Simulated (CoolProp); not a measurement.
The numbers come from the reference Helmholtz-energy equation of state, Tillner-Roth 1997 in CoolProp.

Question: Give the vapour pressure (bar), liquid density (kg/m³), liquid cp (kJ/(kg K)), surface tension (mN/m) of saturated CH2F2 (R32) at 274.1 K.

Answer: 
```json
[
 {"T (K)": "274.1", "p (bar)": "8.38", "liquid density (kg/m³)": "1050", "liquid cp (kJ/(kg K))": "1.75", "surface tension (mN/m)": "10.8"}
]
```

Surface tension comes from a separate correlation (Mulero 2012).
